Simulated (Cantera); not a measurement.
Charge: 1 mol Si, 4.7 mol N2O, 5 mol H2, 1.3 mol O2, held at 428 Torr.

Equilibrium computed with Cantera from the NASA thermochemical tables; the gas is ideal and each condensed phase is pure. Candidate condensed phases: H2O, Si, SiO2, Si2N2O, Si3N4; 35 gas species. The tables hold silica as quartz up to 1696 K and as liquid above; real silica turns to tridymite and cristobalite and melts near 1996 K. Gases not in the tables: Si(OH)4. Rates play no part.

log p: log10 of the partial pressure in bar; n: condensed amount in mol.

```tsv
T (K)	log p H2O	log p N2	log p O2	log p NO	log p OH	log p H2	n SiO2(β-quartz)	n SiO2(condensed)
1048	-0.54	-0.57	-2.06	-5.21	-6.67	-8.97	1.00	0
1148	-0.54	-0.57	-2.06	-4.81	-5.96	-7.89	1.00	0
1248	-0.54	-0.57	-2.06	[?]	[?]	[?]	1.00	0
1348	-0.54	-0.57	-2.06	-4.20	-4.86	-6.21	1.00	0
1448	-0.54	-0.57	-2.06	[?]	[?]	[?]	1.00	0
1548	-0.54	-0.57	-2.07	-3.74	-4.05	-4.96	1.00	0
1648	-0.54	-0.57	-2.07	-3.55	-3.71	-4.44	1.00	0
1748	-0.54	-0.57	-2.07	-3.39	-3.42	-3.99	0	1.00
```

Problem. Fill in the missing entries.

Solution. 
- 1448, log p NO: -3.95
- 1448, log p OH: -4.43
- 1448, log p H2: -5.54
- 1248, log p NO: -4.48
- 1248, log p OH: -5.37
- 1248, log p H2: -6.99
